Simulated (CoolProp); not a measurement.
Vapour-liquid equilibrium of propane (1) + isohexane (2) at 56.75 °C; x and y are mole fractions of (1).

Computed with CoolProp (multi-fluid Helmholtz-energy mixture model, Lemmon 2009 and Lemmon 2006; pair parameters Bell 2016).

```tsv
x	bubble pressure (MPa)	y at the bubble point	dew pressure at overall composition x (MPa)	liquid density (mol/L)
0.05	0.1703	0.477	0.09535	7.309
0.15	0.3325	0.744	0.1064	7.582
0.25	0.4983	0.839	0.1203	7.867
0.35	?	0.888	0.1382	8.163
0.45	0.8418	0.919	0.1624	?
0.55	1.021	0.940	0.1967	8.778
0.65	1.208	0.956	0.2491	9.088
0.75	1.404	0.970	0.3392	9.385
0.85	1.614	?	0.5284	9.647
0.95	1.848	0.994	1.129	?
```

### Question
Some entries are withheld; supply them.

### Answer

- 0.35, bubble pressure (MPa): 0.6678
- 0.45, liquid density (mol/L): 8.468
- 0.85, y at the bubble point: 0.982
- 0.95, liquid density (mol/L): 9.832

No azeotrope shows between x = 0.05 and 0.95.

Pair parameters are fitted to limited data, so mixtures are less certain than the pure fluids.
